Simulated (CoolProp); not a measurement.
Vapour-liquid equilibrium of isobutane (1) + isobutene (2) at 207.8 K; x and y are mole fractions of (1).

Model: multi-fluid Helmholtz-energy mixture model, Bücker 2006 and Lemmon 2005; pair parameters Bell 2016, in CoolProp.

Question: Give the bubble pressure and the first vapour's composition at x = 0.125, 0.425, 0.5. Is there an azeotrope?

Answer: x = 0.125: 5.108 kPa, y = 0.174; x = 0.425: 5.704 kPa, y = 0.505; x = 0.5: 5.834 kPa, y = 0.576. No azeotrope shows between x = 0.05 and 0.95.

The pair parameters rest on a limited set of measurements; away from them the model extrapolates.
